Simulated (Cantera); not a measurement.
Cantera run:

```python
import numpy as np
import cantera as ct

gas_names = """
    H HO2 H2 H2O H2O2 O OH O2 O3 Ti TiO TiO2
""".split()
cond_names = """
    H2O(s) H2O(L) Ti(a) Ti(b) Ti(L) TiO(a) TiO(b) TiO(L) TiO2(ru) TiO2(L) Ti2O3(a) Ti2O3(b) Ti2O3(L)
    Ti3O5(a) Ti3O5(b) Ti3O5(L) Ti4O7(s) Ti4O7(L)
""".split()


def load(file, names, dense=False):
    # The tables refer to 1 bar. Condensed volumes are neglected.
    table = {s.name: s for s in ct.Species.list_from_file(file)}
    out = []
    for n in names:
        d = dict(table[n].input_data)
        d["thermo"] = dict(d["thermo"], **{"reference-pressure": 1e5})
        if dense:
            d["equation-of-state"] = {"model": "constant-volume", "density": "1e6 g/cm^3"}
        out.append(ct.Species.from_dict(d))
    return out


gas = ct.Solution(thermo="ideal-gas", species=load("nasa_gas.yaml", gas_names))
cond = {s.name: ct.Solution(thermo="fixed-stoichiometry", species=[s], name=s.name)
        for s in load("nasa_condensed.yaml", cond_names, dense=True)}
atoms = {
    'TiO2': {'Ti': 1, 'O': 2},
    'H2': {'H': 2},
}
top_T = {}  # K; cautious upper limits of use, not melting points


def equilibrate(T, P, feed):
    n = {}
    for name, mol in feed.items():
        for a, k in atoms[name].items():
            n[a] = n.get(a, 0.0) + k * mol
    gas.TPX = T, P, n
    mass = sum(n.values()) * gas.mean_molecular_weight
    gas.equilibrate("TP")
    valid = [c for c in cond.values() if c.min_temp <= T <= top_T.get(c.name, c.max_temp)]
    mix = ct.Mixture([(gas, mass / gas.mean_molecular_weight)] + [(c, 0.0) for c in valid])
    mix.T, mix.P = T, P
    mix.equilibrate("TP", solver="vcs", rtol=1e-11, max_steps=5000)
    return mix


results = []
feed = {'TiO2': 1, 'H2': 770}  # mol
P = 120  # Pa
for T in [1325, 1425, 1525, 1625, 1725, 1825, 1925]:
    mix = equilibrate(T, P, feed)
    results.append((T, P, feed, dict(zip(mix.species_names, mix.species_moles))))

top = {s: max(r[3][s] / sum(r[3][g] for g in gas_names) for r in results) for s in gas_names}
cols = sorted((s for s in top if top[s] > 1e-05), key=lambda s: -top[s])[:9]
seen = [c for c in cond_names if any(r[3].get(c, 0) > 1e-12 for r in results)]
print("log10 of partial pressures in bar; condensed amounts in mol")
print(f"{'T/K':>10s}" + "".join(f"{s[:9]:>10s}" for s in cols + seen))
for T, P, feed, n in results:
    ng = sum(n[g] for g in gas_names)
    print(f"{T:10.4g}" + "".join(f"{np.log10(max(n[s] / ng * P / 1e5, 1e-99)):10.3f}" for s in cols)
          + "".join(f"{n.get(c, 0):10.4g}" for c in seen))
```

It prints:

```
log10 of partial pressures in bar; condensed amounts in mol
       T/K        H2         H       H2O       TiO  Ti2O3(b)  Ti3O5(b)
      1325    -2.921    -7.247    -6.284   -15.063         0    0.3333
      1425    -2.921    -6.627    -6.284   -13.174         0    0.3333
      1525    -2.921    -6.087    -6.285   -11.540         0    0.3333
      1625    -2.922    -5.612    -6.109   -10.237       0.5         0
      1725    -2.923    -5.193    -6.109    -9.018    0.4996         0
      1825    -2.927    -4.819    -6.108    -7.940    0.4959         0
      1925    -2.933    -4.486    -6.088    -6.989    0.4638         0
```

These are equilibrium values from Cantera (NASA tables, ideal gas, pure condensed phases), not measurements of a reactor.
